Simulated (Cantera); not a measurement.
# Equilibrium for abatement and gas-phase synthesis: HF + O2

Input: 1 mol HF, 0.059 mol O2, equilibrated at 0.970 bar.

Equilibrium computed with Cantera from the NASA thermochemical tables; the gas is ideal and each condensed phase is pure. Candidate condensed phases: H2O; 22 gas species. Rates play no part.

| T (K) | x HF | x O2 | x F | x O | x OH | x H2O |
|---|---|---|---|---|---|---|
| 2523 | 0.933 | 0.0515 | 0.00691 | 0.00374 | 0.00171 | 0.00241 |
| 2573 | 0.931 | 0.0507 | 0.00807 | 0.00470 | 0.00210 | 0.00271 |
| 2623 | 0.929 | 0.0497 | 0.00938 | 0.00584 | 0.00255 | 0.00302 |
| 2673 | 0.926 | 0.0485 | 0.0109 | 0.00719 | 0.00306 | 0.00333 |
| 2723 | 0.923 | 0.0472 | 0.0125 | 0.00877 | 0.00363 | 0.00364 |
| 2773 | 0.919 | 0.0457 | 0.0144 | 0.0106 | 0.00426 | 0.00395 |
| 2823 | 0.915 | 0.0440 | 0.0164 | 0.0127 | 0.00496 | 0.00424 |
| 2873 | 0.911 | 0.0422 | 0.0187 | 0.0150 | 0.00571 | 0.00451 |
| 2923 | 0.905 | 0.0402 | 0.0213 | 0.0176 | 0.00649 | 0.00475 |
| 2973 | 0.899 | 0.0381 | 0.0241 | 0.0204 | 0.00731 | 0.00495 |
x: gas mole fraction; nothing condenses.

From 2523 K to 2973 K nothing is condensed.
